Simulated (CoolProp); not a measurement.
Dodecamethylpentasiloxane (MD3M) along the isobar 2010 kPa: fugacity coefficient from the reference equation and from simpler models built on Tc = 628.0 K, pc = 954.0 kPa, ω = 0.730; each cubic takes its own stable root.

Model: reference Helmholtz-energy equation of state, Thol 2019, in CoolProp.

```csv
T (K),phase,reference,van der Waals,Soave-Redlich-Kwong,Peng-Robinson
303.4,liquid,7.436e-6,0.01915,9.735e-6,1.254e-5
326,liquid,4.514e-5,0.02957,5.407e-5,6.507e-5
348.6,liquid,0.0002026,0.04306,0.0002287,0.0002608
371.2,liquid,0.0007148,[?],0.0007771,0.0008491
393.8,liquid,0.002077,0.07983,0.002209,0.002332
416.4,liquid,0.005152,0.1031,0.005415,0.005565
439,liquid,0.01121,0.1294,0.01174,0.01181
461.6,liquid,[?],0.1586,0.02294,[?]
```

Task: Fill in the missing entries.

Result: 
- 371.2, van der Waals: 0.05980
- 461.6, reference: 0.02188
- 461.6, Peng-Robinson: 0.02269
